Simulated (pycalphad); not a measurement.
An equivalent pycalphad script:

```python
from pycalphad import Database, equilibrium, calculate, variables as v
import numpy as np
db = Database('COST507.tdb')
comps = ['TI', 'HF', 'B', 'VA']
phases = ['B2M', 'B2TI', 'B4M3', 'B4TI3', 'BCC_A2', 'BETA_RHOMBO_B', 'BM', 'BTI', 'HCP_A3', 'LIQUID']
eq = equilibrium(db, comps, phases, {v.X('HF'): 0.0293, v.X('B'): 0.0096, v.T: np.arange(2850, 499, -50), v.P: 101325, v.N: 1}, output=['HM', 'SM'])
```

Source of the numbers: pycalphad with the COST 507 light-alloy database (1999); pressure 1 atm. These are 1990s assessments: newer ones move some temperatures and phases. Amounts are mole fractions of atoms. Diffusion is slow at the low end, where real alloys seldom reach equilibrium.

Results at three of the temperatures:

```
T = 2150.00 K, P = 101325 Pa, N = 1 mol of atoms
G = -146086 J/mol, H = 78753 J/mol, S = 104.58 J/(mol K)  (SER reference)
chemical potentials (J/mol): Ti -142020, Hf -240699, B -264294
phase             fraction      x(Ti)      x(Hf)       x(B)
LIQUID              1.0000     0.9611     0.0293     0.0096
```

```
T = 1950.00 K, P = 101325 Pa, N = 1 mol of atoms
G = -125613 J/mol, H = 69547 J/mol, S = 100.08 J/(mol K)  (SER reference)
chemical potentials (J/mol): Ti -121842, Hf -210861, B -242928
phase             fraction      x(Ti)      x(Hf)       x(B)
LIQUID              1.0000     0.9611     0.0293     0.0096
```

```
T = 900.00 K, P = 101325 Pa, N = 1 mol of atoms
G = -40929 J/mol, H = 16149 J/mol, S = 63.42 J/(mol K)  (SER reference)
chemical potentials (J/mol): Ti -38638, Hf -72166, B -174952
phase             fraction      x(Ti)      x(Hf)       x(B)
HCP_A3              0.9823     0.9694     0.0298   0.000789
BM                  0.0177     0.4985     0.0015     0.5000
```

Changes of the phase set, refined by bisection:

```
T (K)     phases above    phases below
------  --------------  --------------
1914.5          liquid    bcc + liquid
1814.4    bcc + liquid        bcc + BM
1135.3        bcc + BM  bcc + BM + hcp
1129.3  bcc + BM + hcp        BM + hcp
```

Database names, with the compositions (at.%) that they take in these runs: BM: Ti 50 B 50. HCP_A3 is hcp.
